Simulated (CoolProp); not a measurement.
n-perfluorohexane along the isotherm 250.8 K: fugacity coefficient from the reference equation and from simpler models built on Tc = 448.0 K, pc = 1.742 MPa, ω = 0.497; each cubic takes its own stable root.

The numbers come from the reference Helmholtz-energy equation of state, Gao 2022 in CoolProp.

```json
[
 {"p (MPa)": "0.0138", "phase": "liquid", "reference": "0.1598"},
 {"p (MPa)": "0.0208", "phase": "liquid", "reference": "0.1061"},
 {"p (MPa)": "0.0313", "phase": "liquid", "reference": "0.07057"},
 {"p (MPa)": "0.0473", "phase": "liquid", "reference": "0.04676"},
 {"p (MPa)": "0.0713", "phase": "liquid", "reference": "0.03109"},
 {"p (MPa)": "0.108", "phase": "liquid", "reference": "0.02059"},
 {"p (MPa)": "0.162", "phase": "liquid", "reference": "0.01379"},
 {"p (MPa)": "0.245", "phase": "liquid", "reference": "0.009189"},
 {"p (MPa)": "0.369", "phase": "liquid", "reference": "0.006169"},
 {"p (MPa)": "0.557", "phase": "liquid", "reference": "0.004157"},
 {"p (MPa)": "0.841", "phase": "liquid", "reference": "0.002824"},
 {"p (MPa)": "1.27", "phase": "liquid", "reference": "0.001943"},
 {"p (MPa)": "1.91", "phase": "liquid", "reference": "0.001368"},
 {"p (MPa)": "2.89", "phase": "liquid", "reference": "0.0009868"},
 {"p (MPa)": "4.35", "phase": "liquid", "reference": "0.0007466"}
]
```

Q: How far does each simpler model (Soave-Redlich-Kwong, Peng-Robinson) lie from the reference over these 15 states: mean and median of the absolute difference, and the worst?

A: 
- Soave-Redlich-Kwong: mean 2.5 %, median 1.6 %, worst +7.6 % at 250.8 K and 4.35 MPa
- Peng-Robinson: mean 9.6 %, median 9.5 %, worst +10.6 % at 250.8 K and 4.35 MPa
